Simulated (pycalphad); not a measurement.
**Effect of Zr content in Si-Zr**

CALPHAD calculation (pycalphad, COST 507 light-alloy database (1999)), 1 atm. The database dates from 1999; later assessments differ in places, in temperatures and in the compounds included. Phase fractions are per mole of atoms.

```
alloy             liquidus (K)  first solid  solidus (K)                   phases at 1025 K
----------------  ------------  -----------  -----------  ---------------------------------
Si-0.06Zr (at.%)          1687   DIAMOND_A4         1635  DIAMOND_A4 1.00, SI2ZR under 0.01
Si-0.11Zr (at.%)          1686   DIAMOND_A4         1635  DIAMOND_A4 1.00, SI2ZR under 0.01
Si-0.23Zr (at.%)          1686   DIAMOND_A4         1635        DIAMOND_A4 0.99, SI2ZR 0.01
Si-0.34Zr (at.%)          1685   DIAMOND_A4         1635        DIAMOND_A4 0.99, SI2ZR 0.01
Si-0.92Zr (at.%)          1682   DIAMOND_A4         1635        DIAMOND_A4 0.97, SI2ZR 0.03
```

Database names, with the compositions (at.%) that they take in these runs: SI2ZR: Si 67 Zr 33. DIAMOND_A4 is diamond (Si).
